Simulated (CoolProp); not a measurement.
Vapour pressure (bar) of n-butane: the reference equation beside estimates from Tc = 425.1 K, pc = 37.96 bar, ω = 0.201. Clausius-Clapeyron is anchored at 335.3 K with a constant enthalpy of vaporisation of 18.51 kJ/mol.

The numbers come from the reference Helmholtz-energy equation of state, Bücker 2006 in CoolProp.

```tsv
T (K)	reference	Clausius-Clapeyron	Soave-Redlich-Kwong	Peng-Robinson
335.3	6.725	6.725	6.798	6.720
342.1	7.897	7.673	7.996	7.900
348.9	9.214	8.711	9.342	9.227
355.6	10.66	9.824	10.83	10.69
362.4	12.30	11.05	12.50	12.35
369.2	14.12	12.37	14.35	14.18
375.9	16.09	13.78	16.37	16.19
382.7	18.30	15.30	18.62	18.43
389.4	20.69	16.91	21.04	20.85
396.2	23.36	18.66	23.73	23.54
403	26.28	20.51	26.65	26.48
409.7	29.43	22.45	29.78	29.64
```

Absolute difference from the reference over all 12 rows, mean and median: Clausius-Clapeyron 12.8 and 13.4 %, Soave-Redlich-Kwong 1.5 and 1.6 %, Peng-Robinson 0.5 and 0.5 %.
